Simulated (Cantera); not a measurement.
# Adiabatic ignition

An adiabatic, constant-volume homogeneous reactor starts with CH₄ : H₂ : O₂ : N₂ = 1 : 0.75 : 1.2 : 8.93 (molar parts), equivalence ratio 2.0, at 1275 K and 750 Torr.

Computed with Cantera and GRI-Mech 3.0 (53 species, 325 reactions).

```csv
t (s),T (K),P (bar),x CH₄,x H₂,x O₂,x H₂O,x CH₃
3.00e-6,1275,1.00,0.0842,0.0631,0.101,1.55e-9,9.08e-9
1.44e-5,1275,1.00,0.0842,0.0631,0.101,2.04e-8,6.26e-8
6.89e-5,1275,1.000,0.0842,0.0631,0.101,3.83e-7,5.67e-7
0.000330,1275,1.00,0.0841,0.0631,0.101,9.16e-5,6.60e-5
0.00158,1373,1.08,0.0726,0.0620,0.0919,0.0135,0.000442
0.00758,2311,1.94,3.44e-11,0.116,1.89e-6,0.0993,1.40e-11
0.0363,2312,1.94,2.96e-11,0.116,1.91e-6,0.0994,1.21e-11
0.174,2313,1.94,2.92e-11,0.116,1.92e-6,0.0994,1.19e-11
0.835,2313,1.94,2.92e-11,0.116,1.92e-6,0.0994,1.19e-11
4.00,2313,1.94,2.92e-11,0.116,1.92e-6,0.0994,1.19e-11
```
x: mole fraction; the columns are a selection and need not sum to one.

- time of steepest temperature rise: 2.01 ms
- temperature at 4.00 s: 2313 K
- equilibrium temperature: 2313 K
- x(CH₄) at 4.00 s: 2.92e-11 (gas-phase equilibrium 3.32e-11)
- x(H₂) at 4.00 s: 0.116 (gas-phase equilibrium 0.116)
- x(O₂) at 4.00 s: 1.92e-6 (gas-phase equilibrium 1.92e-6)
